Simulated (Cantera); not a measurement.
An isothermal, constant-pressure homogeneous reactor starts with CH4 : H2 : O2 = 0.011 : 1 : 0.0067 (molar parts), at 2798 K and 1300 Pa.

Detailed kinetics in Cantera: GRI-Mech 3.0 (53 species, 325 reactions). Radical loss at walls, strong at low pressure, is not modelled.

x: mole fraction; the columns are a selection and need not sum to one.

```
t (s)        x CH4   x H2     x O2    x CO2     x CH3     x CH2    x HCO
--------  --------  -----  -------  -------  --------  --------  -------
0.000700   0.00458  0.939  1.91e-5  5.77e-6   0.00326  0.000200  6.18e-7
0.00169    0.00167  0.926  3.48e-8  1.24e-6   0.00167  0.000155  4.80e-7
0.00410   0.000425  0.914  4.74e-8  2.96e-6  0.000544   7.04e-5  2.12e-7
0.00993          …  0.896  4.73e-8  5.39e-6         …         …        …
0.0240     5.09e-5  0.867  2.85e-8  5.52e-6  0.000118   2.83e-5  6.57e-8
0.0582     2.73e-6  0.810  1.87e-8  3.57e-6   1.00e-5   3.85e-6  2.37e-8
0.141     7.55e-12  0.707  4.84e-8  3.25e-6  5.01e-11  3.52e-11  1.23e-8
0.341       <1e-12  0.579  1.25e-7  3.01e-6  8.61e-12  1.07e-11  7.17e-9
0.826       <1e-12  0.501  1.98e-7  2.80e-6  3.22e-12  5.53e-12  5.22e-9
2.00        <1e-12  0.489  2.12e-7  2.76e-6  2.77e-12  5.00e-12  4.97e-9
```

Complete the blanks.


- 0.00993, x CH4: 0.000173
- 0.00993, x CH3: 0.000286
- 0.00993, x CH2: 4.88e-5
- 0.00993, x HCO: 1.34e-7
